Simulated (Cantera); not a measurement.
Source: NASA polynomial tables (part measured, part estimated), evaluated in Cantera. Values are per mole of reaction as written; species without (g) are pure solids or liquids, kept so even where they would boil at 1 bar.

Q: Between 498 and 2098 K, where is each reaction favourable under standard conditions?
- PbI₂(g) + H₂(g) → 2 HI(g) + Pb

A: 
- PbI₂(g) + H₂(g) → 2 HI(g) + Pb: ΔG° is 62 kJ at 498 K and 62 kJ at 2098 K; it stays positive (K < 1). ΔH° is 73 kJ and ΔS° 5 J/K at 2098 K.
